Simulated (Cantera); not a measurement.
A closed system holds: 1 mol Si2Cl6, a varied amount of H2, at 1275 K and 0.0150 bar.

Method: chemical equilibrium by Gibbs-energy minimisation in Cantera with the NASA 1993 tables (ideal gas, pure condensed phases). Candidate condensed phases: Si; 19 gas species. The feed counts by its element totals alone. Equilibrium is a limit: real reactors are often held back by kinetics, nucleation or transport.

### Question
What share of the Si ends up in condensed phases as a function of n(H2) (mol), at 14, 61, 110, 160, 200, 250, 300, 340?

### Answer
| n(H2) (mol) | Si condensed (%) | as |
|---|---|---|
| 14 | 25.6 | Si(s) |
| 61 | 56.0 | Si(s) |
| 110 | 69.7 | Si(s) |
| 160 | 77.1 | Si(s) |
| 200 | 80.8 | Si(s) |
| 250 | 84.1 | Si(s) |
| 300 | 86.4 | Si(s) |
| 340 | 87.8 | Si(s) |
